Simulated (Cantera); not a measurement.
# Equilibrium for iron carbonyl, mercury and lead vapours: PbO + N2 + O2

Charge: 1 mol PbO, 5 mol N2, 0.08 mol O2, held at 15.0 Pa.

These are equilibrium values from Cantera (NASA tables, ideal gas, pure condensed phases), not measurements of a reactor. Candidate condensed phases: Pb, PbO, PbO2, Pb3O4; 12 gas species. Kinetics and transport are ignored.

```csv
T (K),log p N2,log p PbO,log p Pb,log p O2,n PbO(red),n PbO(yellow)
625,-3.83,-15.32,<-15,-5.63,1.00,0
700,-3.83,-12.78,<-15,-5.63,1.00,0
775,-3.83,-10.75,-14.34,-5.63,0,1.000
850,-3.83,-9.08,-11.93,-5.63,0,1.000
925,-3.83,-7.69,-9.91,-5.63,0,0.999
1000,-3.83,-6.52,-8.20,-5.63,0,0.989
1075,-3.84,-5.51,-6.74,-5.62,0,0.887
1150,-3.91,-4.66,-5.57,-5.48,0,0
1225,-3.92,-4.71,-5.32,-5.36,0,0
1300,-3.92,-4.78,-5.13,-5.25,0,0
1375,-3.92,-4.86,-4.99,-5.16,0,0
1450,-3.93,-4.97,-4.89,-5.08,0,0
1525,-3.93,-5.09,-4.81,-5.02,0,0
```
log p: log10 of the partial pressure in bar; n: condensed amount in mol.

From 625 K to 700 K the condensed part is PbO(red). From 775 K to 1075 K the condensed part is PbO(yellow). From 1150 K to 1525 K nothing is condensed.
